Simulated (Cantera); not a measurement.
A perfectly stirred reactor is fed with NO : N2 = 1 : 8.5 (molar parts), at 14000 Pa; it is held at 2025 K, and followed from long to short residence time.

Model: GRI-Mech 3.0 (53 species, 325 reactions), integrated in Cantera.

What does this change do: N2 8.5 to 59 parts?


```json
[
 {"quantity": "x(NO) at τ = 14.0 s", "before": "0.0300", "after": "0.00882"},
 {"quantity": "x(O) at τ = 14.0 s", "before": "0.000424", "after": "0.000137"},
 {"quantity": "x(N2) at τ = 14.0 s", "before": "0.932", "after": "0.987"},
 {"quantity": "x(N2O) at τ = 14.0 s", "before": "4.52e-7", "after": "6.44e-8"},
 {"quantity": "x(O2) at τ = 14.0 s", "before": "0.0374", "after": "0.00385"},
 {"quantity": "x(NO) at τ = 45.0 ms", "before": "0.105", "after": "0.0167"},
 {"quantity": "x(O) at τ = 45.0 ms", "before": "7.84e-5", "after": "4.62e-6"},
 {"quantity": "x(N2) at τ = 45.0 ms", "before": "0.895", "after": "0.983"},
 {"quantity": "x(N2O) at τ = 45.0 ms", "before": "4.87e-6", "after": "1.27e-7"},
 {"quantity": "x(O2) at τ = 45.0 ms", "before": "0.000139", "after": "8.56e-7"}
]
```
